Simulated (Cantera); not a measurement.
An isothermal, constant-pressure homogeneous reactor starts with H2 : O2 : N2 = 1.8 : 1 : 13 (molar parts), equivalence ratio 0.90, at 1148 K and 0.484 atm.

Model: the H2/O2 subset of GRI-Mech 3.0, which has no nitrogen chemistry, integrated in Cantera. The temperature is held fixed by assumption; the heat of reaction is taken as removed at once.

One state of this run: x H2 = 0.00146; x O2 = 0.00740; x O = 0.000128; x OH = 0.000291; x H2O = 0.119. x: mole fraction; the columns are a selection and need not sum to one.

Q: Which value of t (s) does it belong to?
(A) 0.000665
(B) 0.00737
(C) 0.00221
(D) 3.01

A: C, 0.00221
